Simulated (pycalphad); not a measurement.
Computed with pycalphad from the COST 507 light-alloy database (1999), at 1 atm. The data set is of 1999 and partly superseded. Diffusion is slow at the low end, where real alloys seldom reach equilibrium.

Q: How does the equilibrium phase assembly of Si-29.5Y (at.%) change on cooling from 2450 K to 500 K?

A: 
```
T (K)         phases above           phases below
--------  ----------------  ---------------------
1880.2              liquid       liquid + SI5Y3_H
1793 ± 1  liquid + SI5Y3_H        liquid + SI2Y_H
1523.0     liquid + SI2Y_H        liquid + SI2Y_R
1485.3     liquid + SI2Y_R  diamond (Si) + SI2Y_R
```
Changes were sought between steps of 50 K, so a narrower field can be missed.

Database names, with the compositions (at.%) that they take in these runs: SI5Y3_H: Si 62 Y 38; SI2Y_H: Si 67 Y 33; SI2Y_R: Si 67 Y 33.
